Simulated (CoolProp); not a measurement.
Vapour-liquid equilibrium of cyclopentane (1) + octamethylcyclotetrasiloxane (D4) (2) at 162.05 °C; x and y are mole fractions of (1).

Computed with CoolProp (multi-fluid Helmholtz-energy mixture model, Gedanitz 2015 and Thol 2015; pair parameters Bell 2016).

Question: Give the bubble pressure and the first vapour's composition at x = 0.15, 0.55, 0.75. Is there an azeotrope?

Answer: x = 0.15: 0.1874 MPa, y = 0.655; x = 0.55: 0.6359 MPa, y = 0.937; x = 0.75: 0.9594 MPa, y = 0.975. No azeotrope shows between x = 0.05 and 0.95.

The pair parameters rest on a limited set of measurements; away from them the model extrapolates.
